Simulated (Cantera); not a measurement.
A closed system holds: 1 mol Si, 0.25 mol N₂O, 56 mol H₂, at 1175 °C and 340 Pa.

Equilibrium computed with Cantera from the NASA thermochemical tables; the gas is ideal and each condensed phase is pure. Candidate condensed phases: H₂O, Si, SiO₂, Si₂N₂O, Si₃N₄; 35 gas species. Mutual solubility and eutectic melting of coexisting phases are not modelled. Rates play no part.

Q: What is the equilibrium state?

A: 
| Quantity | Result |
|---|---|
| x(H₂) | 0.999 |
| x(N₂) | 0.000578 |
| x(SiO) | 0.000578 |
| x(H) | 0.000158 |
| n(Si(s)) | 0.532 mol |
| n(Si₂N₂O(s)) | 0.218 mol |
| gas amount | 56.07 mol |
